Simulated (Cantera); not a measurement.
# Thermodynamics of boron, boron nitride and boron oxide, feed borazine + H₂O + N₂

Charge: 1 mol borazine, 0.22 mol H₂O, 0.0032 mol N₂, held at 0.630 bar.

Equilibrium computed with Cantera from the NASA thermochemical tables; the gas is ideal and each condensed phase is pure. Candidate condensed phases: B, BN, B₂O₃, B₃O₃H₃, H₂O; 39 gas species. The feed counts by its element totals alone. Mutual solubility and eutectic melting of coexisting phases are not modelled. The tables' values for BH₂ are old estimates; treat these amounts as uncertain. Gases not in the tables: H₃BO₃. Equilibrium is a limit: real reactors are often held back by kinetics, nucleation or transport.

From 1000 °C to 1525 °C the condensed part is BN(s) + B₂O₃(l). From 1600 °C to 1675 °C the condensed part is BN(s).

```tsv
T (°C)	x H₂	x HBO	x N₂	x HBO₂	x B₂O₃	x B₂O₂	x H₂O	n BN(s)	n B₂O₃(l)
1000	0.975	6.22e-6	0.0225	0.000126	1.38e-7	6.13e-10	0.00204	2.86	0.0708
1075	0.975	2.83e-5	0.0225	0.000300	1.06e-6	9.72e-9	0.00197	2.86	0.0705
1150	0.975	0.000110	0.0225	0.000647	6.51e-6	1.14e-7	0.00190	2.86	0.0697
1225	0.974	0.000368	0.0224	0.00129	3.31e-5	1.04e-6	0.00184	2.86	0.0680
1300	0.972	0.00110	0.0224	0.00238	0.000143	7.63e-6	0.00177	2.86	0.0644
1375	0.968	0.00294	0.0224	0.00413	0.000534	4.63e-5	0.00171	2.86	0.0571
1450	0.959	0.00720	0.0226	0.00681	0.00177	0.000238	0.00165	2.86	0.0418
1525	0.941	0.0161	0.0235	0.0107	0.00529	0.00105	0.00159	2.85	0.00880
1600	0.931	0.0245	0.0256	0.00876	0.00561	0.00216	0.00115	2.83	0
1675	0.924	0.0322	0.0278	0.00578	0.00419	0.00331	0.000765	2.82	0
```
x: gas mole fraction; n: condensed amount in mol.
